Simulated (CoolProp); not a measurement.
Vapour-liquid equilibrium of acetone (1) + n-decane (2) at 84.55 °C; x and y are mole fractions of (1).

Values from CoolProp's multi-fluid Helmholtz-energy mixture model, Lemmon 2006 and Lemmon 2006; pair parameters Bell 2016.

| x | bubble pressure (kPa) | y at the bubble point | dew pressure at overall composition x (kPa) | liquid density (mol/L) |
|---|---|---|---|---|
| 0.05 | 28.73 | 0.831 | 5.265 | … |
| 0.15 | 75.63 | 0.940 | 5.882 | … |
| 0.25 | 115.1 | 0.963 | 6.662 | 5.707 |
| 0.35 | 144.2 | 0.972 | 7.680 | 6.168 |
| 0.45 | 163.9 | … | 9.064 | 6.699 |
| 0.55 | 177.6 | 0.980 | 11.05 | 7.319 |
| 0.65 | 188.8 | 0.983 | 14.16 | 8.055 |
| 0.75 | 200.5 | 0.986 | 19.69 | 8.946 |
| 0.85 | 214.9 | 0.990 | 32.31 | 10.05 |
| 0.95 | 233.9 | 0.996 | 89.60 | 11.45 |

Problem. Some entries are withheld; supply them.

Solution. 
- 0.05, liquid density (mol/L): 4.943
- 0.15, liquid density (mol/L): 5.302
- 0.45, y at the bubble point: 0.977

No azeotrope shows between x = 0.05 and 0.95.

The pair parameters rest on a limited set of measurements; away from them the model extrapolates. With so large a gap from Raoult's law the liquid may split in two, which this calculation doesn't test in full.
